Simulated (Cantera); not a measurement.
Thermodynamics of silicon oxide and oxynitride deposition, feed SiH2Cl2 + O2 + N2

A closed system holds: 1 mol SiH2Cl2, 14 mol O2, 4.4 mol N2, held at 1000 K and 0.133 bar.

Method: chemical equilibrium by Gibbs-energy minimisation in Cantera with the NASA 1993 tables (ideal gas, pure condensed phases). Candidate condensed phases: H2O, NH4Cl, Si, SiO2, Si2N2O, Si3N4; 47 gas species. The numbers say what is thermodynamically allowed, not how fast it happens.

```
Property                             Result
--------------------------------  ---------
x(O2)                                 0.667
x(N2)                                 0.229
x(HCl)                               0.0636
x(H2O)                               0.0203
x(Cl2)                               0.0202
x(Cl)                              0.000151
x(NO)                               3.01e-5
x(HOCl)                             3.12e-6
x(ClO)                              2.80e-6
n(SiO2(β-quartz))                  1.00 mol
gas amount                        19.21 mol
log10 activity of Si(s) (absent)     -37.09
```
